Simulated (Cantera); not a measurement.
Input: 1 mol MgSO4, 0.47 mol CO2, 0.44 mol H2O, held at 550 K and 1 atm.

Method: chemical equilibrium by Gibbs-energy minimisation in Cantera with the NASA 1993 tables (ideal gas, pure condensed phases). Candidate condensed phases: C, C6H6, C7H8, C8H18, H2O, H2SO4, Mg, MgCO3, MgO, Mg(OH)2, MgS, MgSO4, S; 130 gas species. Equilibrium is a limit: real reactors are often held back by kinetics, nucleation or transport.

Base state: CO2 0.516, H2O 0.484 (mole fractions); condensed: MgSO4(s).

What changes in the equilibrium state with this change: temperature from 550 K to 1250 K?


```csv
species,before,after
CO2,0.516,0.440
H2O,0.484,0.412
SO2,<1e-9,0.0961
O2,<1e-9,0.0480
SO3,<1e-9,0.00370
"MgSO4(s), mol",1.00,0.893
"MgO(s), mol",0,0.107
```
Mutual solubility and eutectic melting of coexisting phases are not modelled.
